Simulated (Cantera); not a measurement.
A perfectly stirred reactor is fed with H2 : O2 = 0.34 : 1 (molar parts), at 23.3 Torr; it is held at 1300 K, and followed from long to short residence time.

Computed with Cantera and GRI-Mech 3.0 (53 species, 325 reactions). Radical loss at walls, strong at low pressure, is not modelled. The temperature is held fixed by assumption; the heat of reaction is taken as removed at once.

Q: What does this change do: temperature 1300 to 1375 K?

A: 
```csv
quantity,before,after
x(H2) at τ = 13.0 s,7.26e-5,7.23e-5
x(O2) at τ = 13.0 s,0.709,0.709
x(H2O) at τ = 13.0 s,0.290,0.290
x(H2O2) at τ = 13.0 s,1.32e-7,8.48e-8
x(HO2) at τ = 13.0 s,1.41e-6,1.06e-6
x(H2) at τ = 0.150 s,0.00133,0.00136
x(O2) at τ = 0.150 s,0.704,0.702
x(H2O) at τ = 0.150 s,0.285,0.284
x(H2O2) at τ = 0.150 s,5.94e-7,4.06e-7
x(HO2) at τ = 0.150 s,1.14e-5,9.22e-6
```
